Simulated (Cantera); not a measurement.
Input (Python, Cantera) and output of one run.

```python
import numpy as np
import cantera as ct

gas_names = """
    C CH CH2 CH3 CH2OH CH3O CH4 CH3OH CO CO2 COOH C2 C2H CHCO,ketyl C2H2,acetylene C2H2,vinylidene
    CH2CO,ketene C2H3,vinyl CH3CO,acetyl C2H4 C2H4O,ethylen CH3CHO,ethanal CH3COOH (HCOOH)2 C2H5 C2H6
    CH3OCH3 C2H5OH C2O C3 C3H3,propargyl C3H4,allene C3H4,propyne C3H4,cyclo- C3H5,allyl C3H6,propylene
    C3H6,cyclo- C3H6O C3H7,n-propyl C3H7,i-propyl C3H8 C3H8O,1propanol C3H8O,2propanol C3O2 C4 C4H2
    C4H4,1,3-cyclo- C4H6,butadiene C4H6,2-butyne C4H6,cyclo- C4H8,1-butene C4H8,cis2-buten
    C4H8,tr2-butene C4H8,isobutene C4H8,cyclo- (CH3COOH)2 C4H9,n-butyl C4H9,i-butyl C4H9,s-butyl
    C4H9,t-butyl C4H10,isobutane C4H10,n-butane C5 C5H6,1,3cyclo- C5H8,cyclo- C5H10,1-pentene
    C5H10,cyclo- C5H11,pentyl C5H11,t-pentyl C5H12,n-pentane C5H12,i-pentane CH3C(CH3)2CH3 C6H2
    C6H5,phenyl C6H5O,phenoxy C6H6 C6H5OH,phenol C6H10,cyclo- C6H12,1-hexene C6H12,cyclo- C6H13,n-hexyl
    C7H7,benzyl C7H8 C7H8O,cresol C7H14,1-heptene C7H15,n-heptyl C7H16,n-heptane C8H8,styrene
    C8H10,ethylbenz C8H16,1-octene C8H17,n-octyl C8H18,isooctane C8H18,n-octane C9H19,n-nonyl
    C10H8,naphthale C10H21,n-decyl C12H9,o-bipheny C12H10,bipheny Fe FeC5O5 FeO Fe(OH)2 H HCO HO2 H2
    HCHO,formaldehy HCOOH H2O H2O2 O OH O2 O3
""".split()
cond_names = """
    C(gr) C6H6(L) C7H8(L) C8H18(L),n-octa Fe(a) Fe(c) Fe(d) Fe(L) FeC5O5(L) FeO(s) FeO(L) Fe(OH)2(s)
    Fe(OH)3(s) Fe2O3(s) Fe3O4(s) H2O(s) H2O(L)
""".split()


def load(file, names, dense=False):
    # The tables refer to 1 bar. Condensed volumes are neglected.
    table = {s.name: s for s in ct.Species.list_from_file(file)}
    out = []
    for n in names:
        d = dict(table[n].input_data)
        d["thermo"] = dict(d["thermo"], **{"reference-pressure": 1e5})
        if dense:
            d["equation-of-state"] = {"model": "constant-volume", "density": "1e6 g/cm^3"}
        out.append(ct.Species.from_dict(d))
    return out


gas = ct.Solution(thermo="ideal-gas", species=load("nasa_gas.yaml", gas_names))
cond = {s.name: ct.Solution(thermo="fixed-stoichiometry", species=[s], name=s.name)
        for s in load("nasa_condensed.yaml", cond_names, dense=True)}
atoms = {
    'Fe': {'Fe': 1},
    'CO2': {'C': 1, 'O': 2},
    'H2': {'H': 2},
}
top_T = {'C(gr)': 4500, 'Fe2O3(s)': 1830, 'Fe3O4(s)': 1870}  # K; cautious upper limits of use, not melting points


def equilibrate(T, P, feed):
    n = {}
    for name, mol in feed.items():
        for a, k in atoms[name].items():
            n[a] = n.get(a, 0.0) + k * mol
    gas.TPX = T, P, n
    mass = sum(n.values()) * gas.mean_molecular_weight
    gas.equilibrate("TP")
    valid = [c for c in cond.values() if c.min_temp <= T <= top_T.get(c.name, c.max_temp)]
    mix = ct.Mixture([(gas, mass / gas.mean_molecular_weight)] + [(c, 0.0) for c in valid])
    mix.T, mix.P = T, P
    mix.equilibrate("TP", solver="vcs", rtol=1e-11, max_steps=5000)
    return mix


results = []
feed = {'Fe': 1, 'CO2': 0.017, 'H2': 4.5}  # mol
P = 1333.22  # Pa
for T in [823, 898, 973, 1048, 1123, 1198, 1273, 1348, 1423, 1498, 1573]:
    mix = equilibrate(T, P, feed)
    results.append((T, P, feed, dict(zip(mix.species_names, mix.species_moles))))
    x = sorted(zip(gas.X, gas.species_names), reverse=True)
    print(f"T = {T:g} K  P = {P:g} Pa  gas = {mix.phase_moles(0):.4g} mol")
    print("   x: " + "  ".join(f"{s} {v:.3e}" for v, s in x if v > 1e-06))
    print("   condensed (mol): " + ("  ".join(f"{mix.phase(i).name} {mix.phase_moles(i):.4g}"
          for i in range(1, mix.n_phases) if mix.phase_moles(i) > 1e-12) or "none"))
```

Result:

```
T = 823 K  P = 1333.22 Pa  gas = 4.507 mol
   x: H2 9.914e-01  H2O 4.864e-03  CO 2.588e-03  CH4 1.138e-03  CO2 4.593e-05
   condensed (mol): Fe(a) 1
T = 898 K  P = 1333.22 Pa  gas = 4.516 mol
   x: H2 9.924e-01  H2O 3.863e-03  CO 3.601e-03  CH4 1.311e-04  CO2 3.259e-05
   condensed (mol): Fe(a) 1
T = 973 K  P = 1333.22 Pa  gas = 4.517 mol
   x: H2 9.925e-01  H2O 3.755e-03  CO 3.727e-03  CO2 2.274e-05  CH4 1.379e-05
   condensed (mol): Fe(a) 1
T = 1048 K  P = 1333.22 Pa  gas = 4.517 mol
   x: H2 9.925e-01  H2O 3.749e-03  CO 3.745e-03  CO2 1.679e-05  CH4 1.895e-06
   condensed (mol): Fe(a) 1
T = 1123 K  P = 1333.22 Pa  gas = 4.517 mol
   x: H2 9.925e-01  H2O 3.751e-03  CO 3.750e-03  CO2 1.297e-05
   condensed (mol): Fe(a) 1
T = 1198 K  P = 1333.22 Pa  gas = 4.517 mol
   x: H2 9.925e-01  H2O 3.753e-03  CO 3.753e-03  CO2 1.039e-05  H 1.640e-06
   condensed (mol): Fe(c) 1
T = 1273 K  P = 1333.22 Pa  gas = 4.517 mol
   x: H2 9.925e-01  H2O 3.755e-03  CO 3.755e-03  CO2 8.583e-06  H 6.153e-06
   condensed (mol): Fe(c) 1
T = 1348 K  P = 1333.22 Pa  gas = 4.517 mol
   x: H2 9.925e-01  H2O 3.756e-03  CO 3.756e-03  H 1.996e-05  CO2 7.265e-06
   condensed (mol): Fe(c) 1
T = 1423 K  P = 1333.22 Pa  gas = 4.517 mol
   x: H2 9.924e-01  CO 3.757e-03  H2O 3.757e-03  H 5.731e-05  CO2 6.277e-06  Fe 1.999e-06
   condensed (mol): Fe(c) 1
T = 1498 K  P = 1333.22 Pa  gas = 4.517 mol
   x: H2 9.923e-01  CO 3.758e-03  H2O 3.758e-03  H 1.483e-04  Fe 1.078e-05  CO2 5.517e-06
   condensed (mol): Fe(c) 1
T = 1573 K  P = 1333.22 Pa  gas = 4.518 mol
   x: H2 9.921e-01  CO 3.758e-03  H2O 3.758e-03  H 3.507e-04  Fe 4.931e-05  CO2 4.920e-06
   condensed (mol): Fe(c) 0.9998
```

Cantera equilibrium calculation (NASA polynomials, part measured and part estimated; ideal gas, pure solids and liquids).
